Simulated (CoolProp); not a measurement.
Properties of n-perfluorohexane along the isobar 2.39 MPa (Tc = 174.9 °C, pc = 1.742 MPa, ω = 0.497).

Model: reference Helmholtz-energy equation of state, Gao 2022, in CoolProp.

| T (°C) | phase | Z | expansivity (1/kK) | fugacity coefficient |
|---|---|---|---|---|
| 107.25 | liquid | 0.1793 | 2.698 | 0.1752 |
| 112.15 | liquid | 0.1795 | 2.833 | 0.1936 |
| 117.15 | liquid | 0.1798 | 2.989 | 0.2135 |
| 122.15 | liquid | 0.1802 | 3.167 | 0.2344 |
| 127.15 | liquid | 0.1809 | 3.374 | 0.2564 |
| 132.05 | liquid | 0.1818 | 3.610 | 0.2789 |
| 137.05 | liquid | 0.1830 | 3.893 | 0.3028 |
| 142.05 | liquid | 0.1845 | 4.234 | 0.3276 |
| 147.05 | liquid | 0.1864 | 4.650 | 0.3532 |
| 151.95 | liquid | 0.1887 | 5.158 | 0.3789 |
| 156.95 | liquid | 0.1917 | 5.822 | 0.4057 |
| 161.95 | liquid | 0.1955 | 6.706 | 0.4330 |
| 166.95 | liquid | 0.2005 | 7.943 | 0.4607 |
| 171.85 | liquid | 0.2070 | 9.750 | 0.4878 |
| 176.85 | supercritical | 0.2164 | 12.78 | 0.5154 |
